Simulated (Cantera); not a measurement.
# Catalytic stagnation flow on Pt

A jet of 1.33 % CH4, 10.8 % O2, 87.9 % N2, equivalence ratio 0.25 at 300 K and 0.300 bar hits a platinum plate 3.2 cm away at a mass flux of 0.16 kg/m²/s; the plate temperature is set and raised in steps from an oxygen-covered start.

Detailed kinetics in Cantera: Deutschmann's 1995 Pt surface mechanism with GRI-Mech 3.0 gas chemistry. Catalytic surfaces can have several steady states; this one follows from the mechanism file's or the stated starting coverage.

```json
[
 {"plate T (K)": "950", "wall x CH4": "0.00708", "wall x O2": "0.0946", "wall x H2O": "0.0116", "wall x OH": "3.94e-8", "wall x CO": "3.18e-6", "wall x CO2": "0.00767", "θ free Pt": "0.207", "θ O*": "0.792", "θ OH*": "0.00130"},
 {"plate T (K)": "1000", "wall x CH4": "0.00519", "wall x O2": "0.0906", "wall x H2O": "0.0151", "wall x OH": "1.09e-7", "wall x CO": "3.12e-6", "wall x CO2": "0.00997", "θ free Pt": "0.269", "θ O*": "0.730", "θ OH*": "0.00135"},
 {"plate T (K)": "1050", "wall x CH4": "0.00382", "wall x O2": "0.0877", "wall x H2O": "0.0176", "wall x OH": "2.67e-7", "wall x CO": "3.02e-6", "wall x CO2": "0.0116", "θ free Pt": "0.333", "θ O*": "0.666", "θ OH*": "0.00131"},
 {"plate T (K)": "1100", "wall x CH4": "0.00288", "wall x O2": "0.0857", "wall x H2O": "0.0193", "wall x OH": "5.88e-7", "wall x CO": "2.96e-6", "wall x CO2": "0.0127", "θ free Pt": "0.396", "θ O*": "0.603", "θ OH*": "0.00122"},
 {"plate T (K)": "1150", "wall x CH4": "0.00224", "wall x O2": "0.0844", "wall x H2O": "0.0204", "wall x OH": "1.19e-6", "wall x CO": "2.96e-6", "wall x CO2": "0.0135", "θ free Pt": "0.458", "θ O*": "0.541", "θ OH*": "0.00111"},
 {"plate T (K)": "1200", "wall x CH4": "0.00180", "wall x O2": "0.0836", "wall x H2O": "0.0211", "wall x OH": "2.24e-6", "wall x CO": "3.05e-6", "wall x CO2": "0.0139", "θ free Pt": "0.518", "θ O*": "0.481", "θ OH*": "0.000994"},
 {"plate T (K)": "1250", "wall x CH4": "0.00141", "wall x O2": "0.0831", "wall x H2O": "0.0217", "wall x OH": "4.03e-6", "wall x CO": "3.69e-6", "wall x CO2": "0.0141", "θ free Pt": "0.574", "θ O*": "0.425", "θ OH*": "0.000884"}
]
```
x: mole fraction at the wall; θ: surface coverage.
